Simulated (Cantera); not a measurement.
Input: 1 mol Cu, 0.035 mol O2, 150 mol H2, 0.16 mol CO2, held at 56.0 mbar.

These are equilibrium values from Cantera (NASA tables, ideal gas, pure condensed phases), not measurements of a reactor. Candidate condensed phases: C, C6H6, C7H8, C8H18, Cu, CuO, Cu(OH)2, Cu2O, H2O; 113 gas species. Rates play no part.

**Question.** What share of the Cu ends up in condensed phases as a function of T (K), at 1473, 1548, 1623, 1698, 1773, 1848, 1923, 1998, 2073?

**Answer.** 
| T (K) | Cu condensed (%) | as |
|---|---|---|
| 1473 | 98.6 | Cu(l) |
| 1548 | 95.2 | Cu(l) |
| 1623 | 85.1 | Cu(l) |
| 1698 | 58.3 | Cu(l) |
| 1773 | 0.0 | - |
| 1848 | 0.0 | - |
| 1923 | 0.0 | - |
| 1998 | 0.0 | - |
| 2073 | 0.0 | - |
